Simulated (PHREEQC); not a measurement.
Make-up at 20 °C: 0.21 mol NiCl2, 0.13 mol Al(NO3)3 and 0.00052 mol LiNO3 per kg of water. Closed to the air; pH follows from the charge balance.

All values are PHREEQC results (ion-association model, wateq4f.dat), not measurements.

No solid was allowed to form.

Question: What pH, ionic strength, activity of water does the model give?

Answer: pH 3.30; ionic strength 1.26 mol/kgw; activity of water 0.982.

Question: In which forms is Ni present?

Answer: Ni+2 70 %, NiCl+ 21 %, NiCl2 9.4 % of the Ni.

Ionic strength above about 0.7 mol/kgw puts this run outside the model's range.
